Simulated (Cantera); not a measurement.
An isothermal, constant-pressure homogeneous reactor starts with CH4 : H2O : H2 = 1 : 0.3 : 0.11 (molar parts), at 1875 K and 9.87 atm.

Detailed kinetics in Cantera: GRI-Mech 3.0 (53 species, 325 reactions). GRI-Mech 3.0 stops at C3 and has no aromatics, soot or wall deposition, so with more carbon than oxygen in the feed, carbon stays in small species such as C2H2 where larger ones or solid carbon would form.

x: mole fraction; the columns are a selection and need not sum to one.

```json
[
 {"t (s)": "2.00e-5", "x CH4": "0.630", "x H2O": "0.207", "x H2": "0.132", "x H": "4.83e-5", "x CH2O": "2.48e-5", "x HO2": "<1e-12"},
 {"t (s)": "6.32e-5", "x CH4": "(withheld)", "x H2O": "(withheld)", "x H2": "(withheld)", "x H": "(withheld)", "x CH2O": "(withheld)", "x HO2": "<1e-12"},
 {"t (s)": "0.000200", "x CH4": "0.310", "x H2O": "0.164", "x H2": "0.404", "x H": "0.000110", "x CH2O": "7.52e-6", "x HO2": "<1e-12"},
 {"t (s)": "0.000632", "x CH4": "0.163", "x H2O": "0.141", "x H2": "0.531", "x H": "0.000140", "x CH2O": "3.10e-6", "x HO2": "<1e-12"},
 {"t (s)": "0.00200", "x CH4": "0.0860", "x H2O": "0.121", "x H2": "0.603", "x H": "0.000160", "x CH2O": "1.41e-6", "x HO2": "<1e-12"},
 {"t (s)": "0.00632", "x CH4": "0.0706", "x H2O": "0.0933", "x H2": "0.636", "x H": "0.000167", "x CH2O": "9.13e-7", "x HO2": "<1e-12"},
 {"t (s)": "0.0200", "x CH4": "0.0677", "x H2O": "0.0494", "x H2": "0.671", "x H": "0.000171", "x CH2O": "5.78e-7", "x HO2": "<1e-12"},
 {"t (s)": "0.0632", "x CH4": "0.0643", "x H2O": "(withheld)", "x H2": "0.702", "x H": "0.000175", "x CH2O": "(withheld)", "x HO2": "<1e-12"},
 {"t (s)": "0.200", "x CH4": "0.0632", "x H2O": "0.000197", "x H2": "0.711", "x H": "0.000176", "x CH2O": "3.48e-7", "x HO2": "<1e-12"},
 {"t (s)": "0.632", "x CH4": "0.0631", "x H2O": "7.91e-6", "x H2": "0.711", "x H": "0.000176", "x CH2O": "3.47e-7", "x HO2": "<1e-12"},
 {"t (s)": "2.00", "x CH4": "0.0631", "x H2O": "7.91e-6", "x H2": "0.711", "x H": "0.000176", "x CH2O": "3.47e-7", "x HO2": "<1e-12"},
 {"t (s)": "6.32", "x CH4": "0.0631", "x H2O": "7.91e-6", "x H2": "0.711", "x H": "0.000176", "x CH2O": "3.47e-7", "x HO2": "<1e-12"},
 {"t (s)": "20.0", "x CH4": "0.0631", "x H2O": "7.91e-6", "x H2": "0.711", "x H": "0.000176", "x CH2O": "3.47e-7", "x HO2": "<1e-12"}
]
```

Some entries are withheld; supply them.


- 6.32e-5, x CH4: 0.490
- 6.32e-5, x H2O: 0.190
- 6.32e-5, x H2: 0.247
- 6.32e-5, x H: 7.57e-5
- 6.32e-5, x CH2O: 1.69e-5
- 0.0632, x H2O: 0.0109
- 0.0632, x CH2O: 3.86e-7
